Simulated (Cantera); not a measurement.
A diamond (100) surface in a fixed gas of H2 with x(CH4) = 0.0092, x(H) = 0.0016, x(CH3) = 0.0001, at 1350 K; coverages are run to steady state.

Cantera simulation using the Harris–Goodwin 1993 mechanism for the reconstructed diamond (100) surface; the numbers are that mechanism's predictions, not measurements.

θ: site fractions in the mechanism's names (c6HH fully hydrogenated, c6H* and c6*H radical sites, c6** diradical, c6HM methylated).

```csv
P (Pa),growth (µm/h),θ c6HH,θ c6H*,θ c6*H,θ c6**,θ c6HM
1100,0.0657,0.391,0.0525,0.518,0.0379,1.50e-5
1500,0.106,0.391,0.0525,0.518,0.0379,2.12e-5
2100,0.174,0.391,0.0525,0.518,0.0378,3.06e-5
2900,0.275,0.392,0.0525,0.518,0.0378,4.34e-5
4100,?,0.392,0.0525,0.517,0.0378,?
5600,?,0.392,0.0525,0.517,0.0377,?
7700,0.987,0.392,0.0525,0.517,0.0377,0.000122
11000,1.55,0.391,0.0525,0.517,0.0377,0.000176
```

**Question.** What belongs in the gaps?

**Answer.** 
- 4100, growth (µm/h): 0.438
- 4100, θ c6HM: 6.29e-5
- 5600, growth (µm/h): 0.658
- 5600, θ c6HM: 8.75e-5
